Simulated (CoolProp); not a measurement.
Saturated liquid density (kg/m³) of chlorine: the reference equation beside estimates from Tc = 416.9 K, pc = 7.642 MPa, ω = 0.070.

Computed with CoolProp (reference Helmholtz-energy equation of state, Thol 2021).

| T (K) | reference | van der Waals | Redlich-Kwong | Peng-Robinson |
|---|---|---|---|---|
| 324.1 | 1308 | 827.1 | 1177 | 1343 |
| 329.9 | 1288 | 814.1 | 1154 | 1317 |
| 335.8 | 1266 | 800.4 | 1129 | 1290 |
| 341.6 | 1245 | 786.3 | 1104 | 1262 |
| 347.4 | 1222 | 771.7 | 1077 | 1232 |
| 353.2 | 1199 | 756.5 | 1050 | 1201 |
| 359.1 | 1174 | 740.2 | 1021 | 1167 |
| 364.9 | 1148 | 723.4 | 990.2 | 1133 |
| 370.7 | 1121 | 705.5 | 958.2 | 1095 |
| 376.5 | 1092 | 686.5 | 924.3 | 1056 |
| 382.4 | 1061 | 665.7 | 887.2 | 1012 |
| 388.2 | 1027 | 643.4 | 847.8 | 965.4 |
| 394 | 989.2 | 618.7 | 804.5 | 913.7 |

Absolute difference from the reference over all 13 rows, mean and median: van der Waals 37.0 and 37.0 %, Redlich-Kwong 13.5 and 13.0 %, Peng-Robinson 2.7 and 2.3 %.
